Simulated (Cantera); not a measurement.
# Gas-phase reforming

An isothermal, constant-pressure homogeneous reactor starts with 6.12 % CH4, 91.9 % CO2, 2.02 % H2, at 1775 K and 1.01 bar.

Computed with Cantera and GRI-Mech 3.0 (53 species, 325 reactions).

```tsv
t (s)	x CH4	x CO2	x H2	x C2H4	x C2H2	x C2H6	x H2O2
5.00e-6	0.0612	0.919	0.0202	5.46e-9	4.61e-12	1.16e-8	<1e-12
4.09e-5	0.0610	0.918	0.0203	3.84e-6	3.69e-8	4.95e-6	<1e-12
0.000334	0.0579	0.914	0.0204	0.000733	0.000142	0.000190	1.21e-12
0.00273	0.0337	0.856	0.0224	0.00153	0.00955	0.000103	4.78e-12
0.0224	0.00264	0.730	0.00661	4.26e-5	0.0174	2.36e-6	1.92e-11
0.183	0.000112	0.651	0.0106	2.83e-7	0.000745	4.09e-9	2.00e-11
1.50	<1e-12	0.648	0.0109	<1e-12	<1e-12	<1e-12	4.27e-11
12.2	<1e-12	0.648	0.0109	<1e-12	<1e-12	<1e-12	4.27e-11
100	<1e-12	0.648	0.0109	<1e-12	<1e-12	<1e-12	4.27e-11
```
x: mole fraction; the columns are a selection and need not sum to one.

Equilibrium at this temperature and pressure: CH4 <1e-12, CO2 0.648, H2 0.0109, C2H4 <1e-12, C2H2 <1e-12, C2H6 <1e-12, H2O2 4.27e-11 (gas phase only).
